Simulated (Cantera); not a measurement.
Charge: 1 mol SiO2, 0.55 mol Al2O3, 97 mol H2, held at 0.0133 bar.

Equilibrium computed with Cantera from the NASA thermochemical tables; the gas is ideal and each condensed phase is pure. Candidate condensed phases: Al, Al2O3, Al2SiO5, Al6Si2O13, H2O, Si, SiO2; 28 gas species. The tables' values for AlOH are old estimates; treat these amounts as uncertain. Rates play no part.

log p: log10 of the partial pressure in bar; n: condensed amount in mol.

```tsv
T (K)	log p H2	log p H	log p H2O	log p SiO	log p Al	n Al2O3(s)	n Al2O3(l)
2300	-1.92	-2.98	-3.82	-3.88	-4.96	0.475	0
2325	-1.93	-2.92	-3.80	-3.89	-4.82	0.444	0
2350	-1.93	-2.87	-3.77	-3.89	-4.70	0	[?]
2375	-1.94	-2.82	-3.74	-3.89	-4.58	0	[?]
2400	-1.95	-2.77	-3.71	-3.90	-4.48	0	[?]
2425	-1.96	-2.73	-3.68	-3.90	-4.39	0	[?]
2450	-1.97	-2.68	-3.65	-3.90	-4.30	0	[?]
2475	-1.98	-2.64	-3.61	-3.91	-4.22	0	[?]
2500	-1.99	-2.59	-3.58	-3.91	-4.15	0	0
2525	-2.00	-2.55	-3.58	-3.92	-4.12	0	0
2550	-2.01	-2.51	-3.59	-3.92	-4.10	0	0
2575	-2.02	-2.47	-3.60	-3.93	-4.08	0	0
```

Q: Fill in the missing entries.

A: 
- 2350, n Al2O3(l): 0.408
- 2375, n Al2O3(l): 0.364
- 2400, n Al2O3(l): 0.311
- 2425, n Al2O3(l): 0.249
- 2450, n Al2O3(l): 0.175
- 2475, n Al2O3(l): 0.0904
